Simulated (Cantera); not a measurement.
# NO annealing gas

An isothermal, constant-pressure homogeneous reactor starts with 54.9 % NO, 45.1 % N₂, at 1975 K and 1330 Pa.

Computed with Cantera and GRI-Mech 3.0 (53 species, 325 reactions). Radical loss at walls, strong at low pressure, is not modelled.

| t (s) | x NO | x O | x O₂ | x N₂ | x N₂O | x NO₂ |
|---|---|---|---|---|---|---|
| 1.00e-6 | 0.549 | 3.89e-9 | <1e-12 | 0.451 | 3.89e-9 | <1e-12 |
| 3.32e-6 | 0.549 | 1.29e-8 | <1e-12 | 0.451 | 1.29e-8 | <1e-12 |
| 1.10e-5 | 0.549 | 4.30e-8 | 2.33e-12 | 0.451 | 4.29e-8 | 2.05e-12 |
| 3.67e-5 | 0.549 | 1.43e-7 | 2.58e-11 | 0.451 | 1.43e-7 | 2.27e-11 |
| 0.000122 | 0.549 | 4.75e-7 | 2.85e-10 | 0.451 | 4.73e-7 | 2.49e-10 |
| 0.000405 | 0.549 | 1.58e-6 | 3.16e-9 | 0.451 | 1.57e-6 | 2.72e-9 |
| 0.00135 | 0.549 | 5.30e-6 | 3.51e-8 | 0.451 | 5.14e-6 | 2.87e-8 |
| 0.00447 | 0.549 | 1.82e-5 | 3.98e-7 | 0.451 | 1.63e-5 | 2.73e-7 |
| 0.0149 | 0.549 | 6.57e-5 | 4.89e-6 | 0.451 | 4.71e-5 | 1.99e-6 |
| 0.0494 | 0.549 | 0.000243 | 7.03e-5 | 0.451 | 9.96e-5 | 8.03e-6 |
| 0.164 | 0.547 | 0.000565 | 0.000803 | 0.451 | 0.000110 | 1.45e-5 |
| 0.545 | 0.540 | 0.000694 | 0.00443 | 0.455 | 0.000101 | 1.91e-5 |
| 1.81 | 0.513 | 0.000895 | 0.0177 | 0.469 | 8.46e-5 | 2.96e-5 |
| 6.02 | 0.414 | 0.00138 | 0.0666 | 0.518 | 4.74e-5 | 4.62e-5 |
| 20.0 | 0.165 | 0.00213 | 0.191 | 0.642 | 6.17e-6 | 3.23e-5 |
x: mole fraction; the columns are a selection and need not sum to one.

Equilibrium at this temperature and pressure: NO 0.00777, O 0.00249, O₂ 0.269, N₂ 0.720, N₂O 4.83e-8, NO₂ 1.82e-6 (gas phase only).
